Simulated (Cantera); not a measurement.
Feed: 1 mol TEOS, 9.9 mol H₂O, 0.19 mol H₂, equilibrated at 598.15 K and 39.0 mbar.

Method: chemical equilibrium by Gibbs-energy minimisation in Cantera with the NASA 1993 tables (ideal gas, pure condensed phases). Candidate condensed phases: C, C₆H₆, C₇H₈, C₈H₁₈, H₂O, Si, SiC, SiO₂; 123 gas species. The feed counts by its element totals alone. The numbers say what is thermodynamically allowed, not how fast it happens.

Base state: H₂O 0.431, H₂ 0.237, CH₄ 0.218, CO₂ 0.111, CO 0.00210 (mole fractions); condensed: C(graphite) + SiO₂(α-quartz).

**Question.** What changes in the equilibrium state with this change: H₂ from 0.19 to 31 mol?

**Answer.** 
```
species               before    after
-------------------  -------  -------
H₂                     0.237    0.540
H₂O                    0.431    0.274
CH₄                    0.218    0.184
CO₂                    0.111  0.00140
CO                   0.00210  9.55e-5
C(graphite), mol        1.98        0
SiO₂(α-quartz), mol     1.00     1.00
```
